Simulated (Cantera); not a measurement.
An isothermal, constant-pressure homogeneous reactor starts with C2H4 : H2 = 1 : 4.9 (molar parts), at 1723 K and 0.0267 bar. Integrator tolerance rtol = 1e-08.

Cantera simulation using GRI-Mech 3.0 (53 species, 325 reactions); the numbers are that mechanism's predictions, not measurements. GRI-Mech 3.0 was tuned for natural gas; its chemistry of ethylene as a main component is partial and can be far from experiment. GRI-Mech 3.0 stops at C3 and has no aromatics, soot or wall deposition, so with more carbon than oxygen in the feed, carbon stays in small species such as C2H2 where larger ones or solid carbon would form. Radical loss at walls, strong at low pressure, is not modelled.

Question: What does this change do: H2 4.9 to 36 parts?

Answer: 
| quantity | before | after |
|---|---|---|
| x(C2H4) at 8.00 s | 0.000133 (gas-phase equilibrium 0.000133) | 2.75e-5 (gas-phase equilibrium 2.74e-5) |
| x(H2) at 8.00 s | 0.854 (gas-phase equilibrium 0.854) | 0.973 (gas-phase equilibrium 0.972) |
| x(H) at 8.00 s | 0.00104 (gas-phase equilibrium 0.00104) | 0.00111 (gas-phase equilibrium 0.00111) |
| x(CH4) at 8.00 s | 0.000583 (gas-phase equilibrium 0.000838) | 0.000152 (gas-phase equilibrium 0.000433) |
| x(CH3) at 8.00 s | 1.44e-5 (gas-phase equilibrium 2.07e-5) | 3.52e-6 (gas-phase equilibrium 1.00e-5) |
| x(C2H6) at 8.00 s | 4.11e-9 (gas-phase equilibrium 5.98e-9) | 6.59e-10 (gas-phase equilibrium 1.40e-9) |
| x(C2H2) at 8.00 s | 0.145 (gas-phase equilibrium 0.144) | 0.0262 (gas-phase equilibrium 0.0261) |

Question: What does this change do: temperature 1723 to 1500 K?

Answer: 
| quantity | before | after |
|---|---|---|
| x(C2H4) at 8.00 s | 0.000133 (gas-phase equilibrium 0.000133) | 0.000921 (gas-phase equilibrium 0.000906) |
| x(H2) at 8.00 s | 0.854 (gas-phase equilibrium 0.854) | 0.854 (gas-phase equilibrium 0.851) |
| x(H) at 8.00 s | 0.00104 (gas-phase equilibrium 0.00104) | 0.000102 (gas-phase equilibrium 0.000100) |
| x(CH4) at 8.00 s | 0.000583 (gas-phase equilibrium 0.000838) | 0.000782 (gas-phase equilibrium 0.00667) |
| x(CH3) at 8.00 s | 1.44e-5 (gas-phase equilibrium 2.07e-5) | 1.89e-6 (gas-phase equilibrium 1.59e-5) |
| x(C2H6) at 8.00 s | 4.11e-9 (gas-phase equilibrium 5.98e-9) | 9.92e-8 (gas-phase equilibrium 1.77e-7) |
| x(C2H2) at 8.00 s | 0.145 (gas-phase equilibrium 0.144) | 0.144 (gas-phase equilibrium 0.142) |
